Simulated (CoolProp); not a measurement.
Vapour-liquid equilibrium of ethanol (1) + n-nonane (2) at 196.75 °C; x and y are mole fractions of (1).

Model: multi-fluid Helmholtz-energy mixture model, Schroeder 2014 and Lemmon 2006; pair parameters Bell 2016, in CoolProp.

Task: Give the bubble pressure and the first vapour's composition at x = 0.15, 0.35, 0.65. Is there an azeotrope?

Result: x = 0.15: 1009 kPa, y = 0.685; x = 0.35: 1580 kPa, y = 0.799; x = 0.65: 2125 kPa, y = 0.873. No azeotrope shows between x = 0.05 and 0.95.

The pair parameters rest on a limited set of measurements; away from them the model extrapolates. With so large a gap from Raoult's law the liquid may split in two, which this calculation doesn't test in full.
